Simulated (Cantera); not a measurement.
A freely propagating, adiabatic, planar premixed flame of 15.5 % CO, 20.1 % H2, 12.7 % O2, 47.8 % N2, 3.87 % H2O, equivalence ratio 1.4, unburnt at 650 K and 21000 Pa; mixture-averaged transport, grid criteria slope 0.08 and curve 0.16, no radiation.

Computed with Cantera and GRI-Mech 3.0 (53 species, 325 reactions). Burning velocities carry a grid error of a few per cent, more on coarse grids.

Q: Predict: laminar burning velocity; thermal thickness; peak x(OH); peak x(H2O2).

A: 
| Quantity | Value |
|---|---|
| laminar burning velocity | 600 cm/s |
| thermal thickness | 4.17 mm |
| peak x(OH) | 0.0139 |
| peak x(H2O2) | 1.30e-6 |
